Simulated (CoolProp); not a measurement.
Sulfur dioxide along the isotherm 493.3 K: density (kg/m³) from the reference equation and from simpler models built on Tc = 430.6 K, pc = 7.887 MPa, ω = 0.256; each cubic takes its own stable root.

Computed with CoolProp (reference Helmholtz-energy equation of state, Gao 2016).

```
p (MPa)  phase  reference
-------  -----  ---------
0.263      gas      4.138
0.526      gas      8.336
0.789      gas      12.60
1.05       gas      16.89
1.31       gas      21.23
1.58       gas      25.81
1.84       gas      30.29
2.1        gas      34.85
2.37       gas      39.66
2.63       gas      44.37
2.89       gas      49.16
3.15       gas      54.04
3.42       gas      59.20
3.68       gas      64.25
3.94       gas      69.41
```

Task: How far does each simpler model (ideal gas, van der Waals, Redlich-Kwong, Soave-Redlich-Kwong, Peng-Robinson) lie from the reference over these 15 states: mean and median of the absolute difference, and the worst?

Result: 
- ideal gas: mean 5.9 %, median 5.9 %, worst -11.3 % at 493.3 K and 3.94 MPa
- van der Waals: mean 0.1 %, median 0.0 %, worst +0.3 % at 493.3 K and 3.94 MPa
- Redlich-Kwong: mean 0.4 %, median 0.4 %, worst +0.9 % at 493.3 K and 3.94 MPa
- Soave-Redlich-Kwong: mean 0.1 %, median 0.1 %, worst -0.3 % at 493.3 K and 3.94 MPa
- Peng-Robinson: mean 0.8 %, median 0.8 %, worst +1.4 % at 493.3 K and 3.94 MPa
